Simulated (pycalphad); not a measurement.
Computed with pycalphad from the COST 507 light-alloy database (1999), at 1 atm. The data set is of 1999 and partly superseded.

**Question.** How does the equilibrium phase assembly of Al-4.38Si-0.39Fe (at.%) change on cooling from 1850 K to 500 K?

**Answer.** 
```tsv
T (K)	phases above	phases below
903.6	liquid	fcc + liquid
886.2	fcc + liquid	ALFESI_BETA + fcc + liquid
848.9	ALFESI_BETA + fcc + liquid	ALFESI_BETA + diamond (Si) + fcc
```
Changes were sought between steps of 75 K, so a narrower field can be missed.

Database names, with the compositions (at.%) that they take in these runs: ALFESI_BETA: Al 70 Si 15 Fe 15.
